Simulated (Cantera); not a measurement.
Input: 1 mol MgO, 1.9 mol NF3, 30 mol H2, at 1198.15 K and 0.0133 bar.

Equilibrium computed with Cantera from the NASA thermochemical tables; the gas is ideal and each condensed phase is pure. Candidate condensed phases: H2O, Mg, MgF2, MgO, Mg(OH)2; 50 gas species. Equilibrium is a limit: real reactors are often held back by kinetics, nucleation or transport.

Base state: H2 0.828, HF 0.113, H2O 0.0305, N2 0.0290 (mole fractions); condensed: MgF2(s).

Task: What changes in the equilibrium state with this change: temperature from 1198.15 K to 1775 K?

Result: 
| species | before | after |
|---|---|---|
| H2 | 0.828 | 0.797 |
| HF | 0.113 | 0.148 |
| N2 | 0.0290 | 0.0280 |
| H2O | 0.0305 | 0.0125 |
| MgF2 | 2.13e-6 | 0.00974 |
| Mg | <1e-9 | 0.00190 |
| MgF | <1e-9 | 0.000897 |
| H | 1.50e-6 | 0.00224 |
| MgF2(s), mol | 1.000 | 0 |
| MgO(s), mol | 0 | 0.574 |
